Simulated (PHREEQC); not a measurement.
HF is added in steps, without added water, to 1 kg of water holding 0.2 mol/kgw NH4Cl, 0.016 mol/kgw NaF and 0.02 mol/kgw NaCl, at 25 °C. O2 is buffered at 0.21 atm. No CO2 enters from the air. The run lets Halite precipitate or redissolve, and no other solid.

Base run: PHREEQC, ion-association model, wateq4f.dat. Each further column changes one thing. The table gives pH.

| HF added (mol) | base | diluted 5-fold with water | NaCl replaced by (CH3)4NCl at the same molality | 0.39 mol/kgw CaBr2 added | no solid may form |
|---|---|---|---|---|---|
| 0 | 5.66 | 5.72 | 5.66 | 5.07 | 5.66 |
| 0.002 | 3.96 | 3.45 | 3.96 | 2.84 | 3.96 |
| 0.004 | 3.66 | 3.18 | 3.66 | 2.54 | 3.66 |
| 0.007 | 3.42 | 2.98 | 3.42 | 2.29 | 3.42 |
| 0.009 | 3.32 | 2.89 | 3.32 | 2.19 | 3.32 |
| 0.011 | 3.23 | 2.82 | 3.24 | 2.10 | 3.23 |
| 0.013 | 3.16 | 2.77 | 3.17 | 2.03 | 3.16 |
| 0.016 | 3.08 | 2.70 | 3.08 | 1.94 | 3.08 |
| 0.018 | 3.03 | 2.66 | 3.03 | 1.88 | 3.03 |
| 0.02 | 2.99 | 2.63 | 2.99 | 1.84 | 2.99 |

 wateq4f.dat counts part of the HF as a dimer, H2F2, which phreeqc.dat doesn't know; its constant is uncertain. (CH3)4N+ isn't in the database: it is added as a free cation with an ion size of 4 Å. The ionic strength passes 0.7 mol/kgw, the rough limit of the ion-association models, in part of: 0.39 mol/kgw CaBr2 added. Solids allowed in the column '0.39 mol/kgw CaBr2 added': Fluorite, Portlandite, Halite.
